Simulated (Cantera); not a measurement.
A perfectly stirred reactor is fed with NH₃ : H₂ = 1 : 2.1 (molar parts), at 0.0267 bar; it is held at 2300 K, and followed from long to short residence time.

Detailed kinetics in Cantera: the gas-phase N/H chemistry of the illustrative SiF4/NH3 mechanism in the Surface Chemkin manual (1991). Walls and surfaces, which speed up NH3 decomposition in real reactors, are not modelled.

Problem. Predict: x(NH₃) at τ = 1.20 s; x(H₂) at τ = 1.20 s; x(N) at τ = 1.20 s; x(NH) at τ = 1.20 s; x(NH₃) at τ = 0.110 s; x(H₂) at τ = 0.110 s; x(N₂H₄) at τ = 0.110 s; x(N) at τ = 0.110 s; x(NH) at τ = 0.110 s.

Solution. 
```json
{
  "x(NH₃) at τ = 1.20 s": "0.0113",
  "x(H₂) at τ = 1.20 s": "0.865",
  "x(N) at τ = 1.20 s": "1.13e-5",
  "x(NH) at τ = 1.20 s": "3.61e-5",
  "x(NH₃) at τ = 0.110 s": "0.120",
  "x(H₂) at τ = 0.110 s": "0.801",
  "x(N₂H₄) at τ = 0.110 s": "1.81e-9",
  "x(N) at τ = 0.110 s": "8.37e-6",
  "x(NH) at τ = 0.110 s": "6.55e-5"
}
```
